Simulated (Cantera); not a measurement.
What does this Cantera script print?

```python
import numpy as np
import cantera as ct

gas = ct.Solution("gri30.yaml")
gas.TPX = 1925, 54, {'C3H8': 1, 'H2': 18}
reactor = ct.IdealGasConstPressureReactor(gas, energy="off", clone=False)
net = ct.ReactorNet([reactor])
net.rtol, net.atol = 1e-08, 1e-18
show = ['C3H8', 'H2', 'C2H', 'C2H6', 'C2H4', 'H']
times = np.geomspace(2e-05, 40, 9)

steps = ct.SolutionArray(gas, extra=["t"])
rows = []
print(f"{'t/s':>10s}{'T/K':>9s}{'P/Pa':>11s}" + "".join(f"{s:>11s}" for s in show))
for t in times:
    while net.time < t:
        t_next = net.step()
        steps.append(gas.state, t=t_next)
    rows.append([np.interp(t, steps.t, y) for y in (steps.T, steps.P, *steps(*show).X.T)])
    print(f"{t:10.3e}{rows[-1][0]:9.1f}{rows[-1][1]:11.4g}" + "".join(f"{x:11.3e}" for x in rows[-1][2:]))
rate = np.gradient(steps.T, steps.t)
print("integrator steps:", len(steps.t))
if steps.T.max() > steps.T[0] + 200:
    print(f"time of steepest temperature rise: {steps.t[rate.argmax()]:.4e} s")
gas.TPX = 1925, 54, {'C3H8': 1, 'H2': 18}
gas.equilibrate("TP")
print(f"equilibrium (TP): T = {gas.T:.1f} K  " + "  ".join(f"{s} {gas[s].X[0]:.3e}" for s in show))
```

Output:

```
       t/s      T/K       P/Pa       C3H8         H2        C2H       C2H6       C2H4          H
 2.000e-05   1925.0         54  5.172e-02  9.465e-01  2.952e-16  4.871e-06  2.337e-05  3.720e-05
 1.226e-04   1925.0         54  4.693e-02  9.416e-01  4.660e-12  1.525e-04  8.048e-04  8.914e-04
 7.521e-04   1925.0         54  1.884e-02  9.066e-01  3.075e-08  1.361e-03  1.576e-02  6.534e-03
 4.612e-03   1925.0         54  1.516e-07  8.734e-01  5.819e-06  2.864e-05  1.110e-02  1.551e-02
 2.828e-02   1925.0         54  6.003e-09  8.890e-01  5.992e-06  1.331e-05  1.198e-03  9.220e-03
 1.734e-01   1925.0         54  7.729e-10  9.050e-01  4.570e-06  3.738e-06  3.371e-04  5.642e-03
 1.064e+00   1925.0         54  4.085e-11  9.183e-01  5.470e-06  5.295e-07  5.376e-05  5.680e-03
 6.523e+00   1925.0         54  5.243e-14  9.210e-01  1.104e-05  5.601e-09  2.188e-06  1.055e-02
 4.000e+01   1925.0         54  5.885e-19  9.064e-01  2.798e-05  2.273e-12  5.271e-07  2.632e-02
integrator steps: 1642
equilibrium (TP): T = 1925.0 K  C3H8 1.054e-20  H2 8.940e-01  C2H 4.195e-05  C2H6 1.132e-13  C2H4 3.339e-07  H 3.918e-02
```

Computed with Cantera and GRI-Mech 3.0 (53 species, 325 reactions). GRI-Mech 3.0 was tuned for natural gas; its chemistry of propane as a main component is partial and can be far from experiment. GRI-Mech 3.0 stops at C3 and has no aromatics, soot or wall deposition, so with more carbon than oxygen in the feed, carbon stays in small species such as C2H2 where larger ones or solid carbon would form. Radical loss at walls, strong at low pressure, is not modelled.
